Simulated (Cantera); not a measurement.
A freely propagating, adiabatic, planar premixed flame of 31.6 % H₂, 14.4 % O₂, 54.0 % N₂, equivalence ratio 1.1, unburnt at 675 K and 0.345 atm; mixture-averaged transport, grid criteria slope 0.08 and curve 0.16, no radiation.

Model: the H2/O2 subset of GRI-Mech 3.0, which has no nitrogen chemistry, integrated in Cantera. Burning velocities carry a grid error of a few per cent, more on coarse grids.

x: mole fraction of selected species; z is measured from the peak of heat release.

```csv
z (mm),T (K),u (m/s),x H₂,x O₂,x H₂O₂,x HO₂,x O,x H
-5.88,675,8.93,0.316,0.144,<1e-8,<1e-8,<1e-8,<1e-8
-3.92,675,8.93,0.316,0.144,<1e-8,<1e-8,<1e-8,<1e-8
-2.94,675,8.93,0.316,0.144,<1e-8,<1e-8,<1e-8,<1e-8
-1.96,675,8.93,0.316,0.144,<1e-8,4.07e-7,<1e-8,1.96e-7
-0.981,680,8.99,0.315,0.144,…,8.20e-5,7.24e-6,0.000258
-0.490,787,10.3,0.295,0.141,…,7.13e-5,0.000307,0.00758
0,1184,15.0,0.165,0.0945,…,3.25e-5,0.00753,0.0618
0.490,1484,18.5,0.0666,0.0351,…,1.12e-5,0.0149,0.0909
0.981,1616,20.0,0.0597,0.0268,…,7.49e-6,0.0151,0.0828
1.96,1766,21.6,0.0616,0.0234,…,5.54e-6,0.0138,0.0684
3.92,1930,23.4,0.0622,0.0200,…,3.98e-6,0.0117,0.0533
7.84,2096,25.0,0.0608,0.0164,…,2.80e-6,0.00905,0.0393
15.7,2255,26.6,0.0573,0.0127,…,2.03e-6,0.00638,0.0272
```

Question: Fill in the missing entries.

Answer: 
- -0.981, x H₂O₂: 4.60e-7
- -0.490, x H₂O₂: 1.49e-6
- 0, x H₂O₂: 1.74e-6
- 0.490, x H₂O₂: 1.51e-6
- 0.981, x H₂O₂: 9.97e-7
- 1.96, x H₂O₂: 5.48e-7
- 3.92, x H₂O₂: 2.88e-7
- 7.84, x H₂O₂: 1.64e-7
- 15.7, x H₂O₂: 1.09e-7
